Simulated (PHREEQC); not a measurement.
A solution holds 0.04 mol/kgw HF, 0.000189 mol/kgw H2SiF6, 0.19 mol/kgw HBF4 and 0.0077 mol/kgw H2SO4, at 20 °C. Closed to the air; pH follows from the charge balance.

Computed with PHREEQC (ion-association model, phreeqc.dat).

Q: The ionic strength comes out as 0.201 mol/kgw. What activity coefficients do SiF6-2, HSO4-, F-, BF2(OH)2-, H+ get?

A: SiF6-2 0.30, HSO4- 0.75, F- 0.71, BF2(OH)2- 0.75, H+ 0.80.

This is a speciation only: nothing precipitates in the calculation. SiF6-2 is the database's only silicon fluoride. Real BF4- forms and hydrolyses slowly; the run takes it at equilibrium.
